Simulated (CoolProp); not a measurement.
Computed with CoolProp (reference Helmholtz-energy equation of state, Zhou 2011).

### Question
For dimethyl carbonate, give the phase and the cp (kJ/(kg K)), cv (kJ/(kg K)), expansivity (1/kK) at 384 K and 0.168 MPa; 433.3 K and 0.168 MPa.

### Answer
- 384 K and 0.168 MPa: gas; cp 1.43, cv 1.32, expansivity 2.98
- 433.3 K and 0.168 MPa: gas; cp 1.54, cv 1.44, expansivity 2.52
